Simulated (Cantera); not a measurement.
Catalytic stagnation flow on Pt

A jet of H₂ : O₂ : N₂ = 0.011 : 0.063 : 0.79 (molar parts), equivalence ratio 0.087 at 300 K and 55.5 Torr hits a platinum plate 5.6 cm away at a mass flux of 0.023 kg/m²/s; the plate temperature is set and raised in steps from an oxygen-covered start.

Cantera simulation using Deutschmann's 1995 Pt surface mechanism with GRI-Mech 3.0 gas chemistry; the numbers are that mechanism's predictions, not measurements. Catalytic surfaces can have several steady states; this one follows from the mechanism file's or the stated starting coverage.

```
plate T (K)  wall x H₂  wall x O₂  wall x H₂O  wall x OH  θ free Pt   θ O*    θ OH*
-----------  ---------  ---------  ----------  ---------  ---------  -----  -------
500            0.00134     0.0608      0.0223      <1e-8     0.0323  0.958  0.00923
550            0.00134     0.0608      0.0221      <1e-8     0.0342  0.961  0.00527
600            0.00133     0.0608      0.0219      <1e-8     0.0361  0.961  0.00329
650            0.00129     0.0608      0.0219      <1e-8     0.0391  0.959  0.00223
700            0.00110     0.0606      0.0221      <1e-8     0.0487  0.950  0.00172
750           0.000774     0.0603      0.0226      <1e-8     0.0744  0.924  0.00153
800           0.000517     0.0601      0.0230      <1e-8      0.118  0.880  0.00143
```
x: mole fraction at the wall; θ: surface coverage.
